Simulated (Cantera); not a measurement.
**Thermodynamics of fluorocarbon and chlorocarbon gases, feed CF4 + HCl + H2**

Feed: 1 mol CF4, 0.37 mol HCl, 0.12 mol H2, held at 44.0 mbar.

Equilibrium computed with Cantera from the NASA thermochemical tables; the gas is ideal and each condensed phase is pure. Candidate condensed phases: C, C6H6, C7H8, C8H18; 118 gas species. Gases not in the tables: C2F6 and larger saturated fluorocarbons. Rates play no part.

| T (K) | x CF4 | x HF | x Cl | x HCl | x Cl2 | x CClF3 | x CF2 | x F | n C(graphite) |
|---|---|---|---|---|---|---|---|---|---|
| 1023 | 0.570 | 0.229 | 0.000471 | 0.158 | 0.0329 | 0.00957 | 4.18e-9 | 1.31e-10 | 0.0862 |
| 1098 | 0.559 | 0.252 | 0.00148 | 0.132 | 0.0442 | 0.0104 | 4.00e-8 | 1.65e-9 | 0.0956 |
| 1173 | 0.550 | 0.273 | 0.00391 | 0.109 | 0.0535 | 0.0108 | 2.85e-7 | 1.50e-8 | 0.104 |
| 1248 | 0.541 | 0.290 | 0.00895 | 0.0894 | 0.0601 | 0.0109 | 1.60e-6 | 1.05e-7 | 0.112 |
| 1323 | 0.532 | 0.303 | 0.0182 | 0.0723 | 0.0631 | 0.0107 | 7.37e-6 | 5.88e-7 | 0.119 |
| 1398 | 0.523 | 0.314 | 0.0332 | 0.0576 | 0.0620 | 0.0102 | 2.87e-5 | 2.74e-6 | 0.124 |
| 1473 | 0.513 | 0.321 | 0.0549 | 0.0449 | 0.0563 | 0.00938 | 9.68e-5 | 1.09e-5 | 0.130 |
| 1548 | 0.502 | 0.326 | 0.0824 | 0.0340 | 0.0467 | 0.00824 | 0.000289 | 3.80e-5 | 0.134 |
| 1623 | 0.491 | 0.329 | 0.112 | 0.0248 | 0.0351 | 0.00690 | 0.000777 | 0.000118 | 0.138 |
| 1698 | 0.481 | 0.330 | 0.140 | 0.0174 | 0.0238 | 0.00550 | 0.00191 | 0.000330 | 0.141 |
| 1773 | 0.472 | 0.330 | 0.161 | 0.0119 | 0.0148 | 0.00422 | 0.00435 | 0.000849 | 0.142 |
| 1848 | 0.462 | 0.329 | 0.176 | 0.00794 | 0.00877 | 0.00315 | 0.00923 | 0.00202 | 0.140 |
x: gas mole fraction; n: condensed amount in mol.

From 1023 K to 1848 K the condensed part is C(graphite). The main C-bearing gas is CF4 throughout. The share of C in condensed phases is highest at 1773 K (14.2 %) and lowest at 1023 K (8.6 %).
